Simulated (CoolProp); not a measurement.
Vapour-liquid equilibrium of propane (1) + benzene (2) at 48.35 °C; x and y are mole fractions of (1).

The numbers come from the multi-fluid Helmholtz-energy mixture model, Lemmon 2009 and Thol 2012; pair parameters Bell 2016 in CoolProp.

**Question.** Give the bubble pressure and the first vapour's composition at x = 0.35, 0.65, 0.95. Is there an azeotrope?

**Answer.** x = 0.35: 0.7215 MPa, y = 0.956; x = 0.65: 1.102 MPa, y = 0.977; x = 0.95: 1.550 MPa, y = 0.996. No azeotrope shows between x = 0.05 and 0.95.

Pair parameters are fitted to limited data, so mixtures are less certain than the pure fluids. The gap from Raoult's law changes sign with composition, which may be real or a fault of the pair parameters; it wasn't checked against measurements.
